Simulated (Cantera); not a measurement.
Cantera run, input and output.

```python
import numpy as np
import cantera as ct

gas = ct.Solution("h2o2.yaml")
gas.TPX = 1050, 1333, {'H2': 0.011, 'O2': 1, 'N2': 0.34}
reactor = ct.IdealGasConstPressureReactor(gas, energy="off", clone=False)
net = ct.ReactorNet([reactor])
net.rtol, net.atol = 1e-08, 1e-18
show = ['H2', 'O2', 'H2O', 'H', 'O']
times = np.geomspace(2e-05, 1, 15)

steps = ct.SolutionArray(gas, extra=["t"])
rows = []
print(f"{'t/s':>10s}{'T/K':>9s}{'P/Pa':>11s}" + "".join(f"{s:>11s}" for s in show))
for t in times:
    while net.time < t:
        t_next = net.step()
        steps.append(gas.state, t=t_next)
    rows.append([np.interp(t, steps.t, y) for y in (steps.T, steps.P, *steps(*show).X.T)])
    print(f"{t:10.3e}{rows[-1][0]:9.1f}{rows[-1][1]:11.4g}" + "".join(f"{x:11.3e}" for x in rows[-1][2:]))
rate = np.gradient(steps.T, steps.t)
print("integrator steps:", len(steps.t))
if steps.T.max() > steps.T[0] + 200:
    print(f"time of steepest temperature rise: {steps.t[rate.argmax()]:.4e} s")
gas.TPX = 1050, 1333, {'H2': 0.011, 'O2': 1, 'N2': 0.34}
gas.equilibrate("TP")
print(f"equilibrium (TP): T = {gas.T:.1f} K  " + "  ".join(f"{s} {gas[s].X[0]:.3e}" for s in show))
```

It prints:

```
       t/s      T/K       P/Pa         H2         O2        H2O          H          O
 2.000e-05   1050.0       1333  8.142e-03  7.402e-01  4.201e-15  3.974e-12  3.270e-13
 4.332e-05   1050.0       1333  8.142e-03  7.402e-01  4.019e-14  7.898e-12  1.441e-12
 9.382e-05   1050.0       1333  8.142e-03  7.402e-01  3.656e-13  1.450e-11  5.985e-12
 2.032e-04   1050.0       1333  8.142e-03  7.402e-01  3.020e-12  2.389e-11  2.261e-11
 4.401e-04   1050.0       1333  8.142e-03  7.402e-01  2.182e-11  3.801e-11  7.771e-11
 9.533e-04   1050.0       1333  8.142e-03  7.402e-01  1.444e-10  7.373e-11  2.730e-10
 2.065e-03   1050.0       1333  8.142e-03  7.402e-01  1.076e-09  2.361e-10  1.270e-09
 4.472e-03   1050.0       1333  8.142e-03  7.402e-01  1.586e-08  2.312e-09  1.434e-08
 9.686e-03   1050.0       1333  8.139e-03  7.402e-01  2.138e-06  2.904e-07  1.828e-06
 2.098e-02   1050.0       1333  2.059e-03  7.354e-01  5.122e-03  9.361e-04  3.795e-03
 4.544e-02   1050.0       1333  4.151e-05  7.347e-01  7.753e-03  3.730e-04  4.764e-03
 9.842e-02   1050.0       1333  2.303e-05  7.363e-01  7.916e-03  1.810e-04  3.036e-03
 2.132e-01   1050.0       1333  1.083e-05  7.378e-01  8.038e-03  5.880e-05  1.441e-03
 4.617e-01   1050.0       1333  3.732e-06  7.386e-01  8.110e-03  1.221e-05  5.065e-04
 1.000e+00   1050.0       1333  1.023e-06  7.390e-01  8.144e-03  1.836e-06  1.431e-04
integrator steps: 1264
equilibrium (TP): T = 1050.0 K  H2 2.999e-11  O2 7.391e-01  H2O 8.175e-03  H 3.872e-13  O 5.012e-09
```

Cantera simulation using the H2/O2 subset of GRI-Mech 3.0, which has no nitrogen chemistry; the numbers are that mechanism's predictions, not measurements. Radical loss at walls, strong at low pressure, is not modelled.
